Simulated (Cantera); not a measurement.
Charge: 1 mol Ta(OEt)5, 5 mol O2, 120 mol H2, at 4.80 bar.

These are equilibrium values from Cantera (NASA tables, ideal gas, pure condensed phases), not measurements of a reactor. Candidate condensed phases: C, C6H6, C7H8, C8H18, H2O, Ta, TaC, Ta2O5; 113 gas species. The feed counts by its element totals alone. The numbers say what is thermodynamically allowed, not how fast it happens. All values below are at 2002 °C.

Base state: H2 0.909, CO 0.0698, H2O 0.0173, H 0.00369, CO2 0.000240, OH 1.09e-5 (mole fractions); condensed: Ta2O5(l).

### Question
What changes in the equilibrium state with this change: Ta(OEt)5 replaced by Cr?

### Answer
| species | before | after |
|---|---|---|
| H2 | 0.909 | 0.923 |
| H2O | 0.0173 | 0.0723 |
| H | 0.00369 | 0.00372 |
| CO | 0.0698 | 0 |
| Cr | 0 | 0.00114 |
| CO2 | 0.000240 | 0 |
| CrO | 0 | 7.91e-5 |
| OH | 1.09e-5 | 4.54e-5 |
| Ta2O5(l), mol | 0.500 | 0 |
| Cr2O3(s), mol | 0 | 0.426 |
Further candidate phases: Cr, Cr2O3.
